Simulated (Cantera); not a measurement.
Input: 1 mol Pb, 0.1 mol CO, a varied amount of N₂, 0.33 mol H₂, equilibrated at 602 °C and 1.33 mbar.

Method: chemical equilibrium by Gibbs-energy minimisation in Cantera with the NASA 1993 tables (ideal gas, pure condensed phases). Candidate condensed phases: C, C₆H₆, C₇H₈, C₈H₁₈, H₂O, Pb, PbO, PbO₂, Pb₃O₄; 139 gas species. Kinetics and transport are ignored.

x: gas mole fraction; n: condensed amount in mol.

```tsv
n(N₂) (mol)	x N₂	x H₂	x CO	x Pb	n C(graphite)	n Pb(l)
1.1	0.719	0.215	0.0651	0.000506	0.000168	0.999
1.6	0.788	0.162	0.0491	0.000506	0.000127	0.999
2.2	0.836	?	?	0.000506	?	0.999
3	0.874	0.0961	0.0291	0.000506	7.49e-5	0.998
4.2	0.907	?	?	0.000506	?	0.998
5.9	0.932	0.0521	0.0158	0.000506	4.02e-5	0.997
8.2	0.950	0.0382	0.0116	0.000506	2.91e-5	0.996
```

**Question.** What belongs in the gaps?

**Answer.** 
- 4.2, x H₂: 0.0712
- 4.2, x CO: 0.0216
- 4.2, n C(graphite): 5.53e-5
- 2.2, x H₂: 0.125
- 2.2, x CO: 0.0379
- 2.2, n C(graphite): 9.78e-5
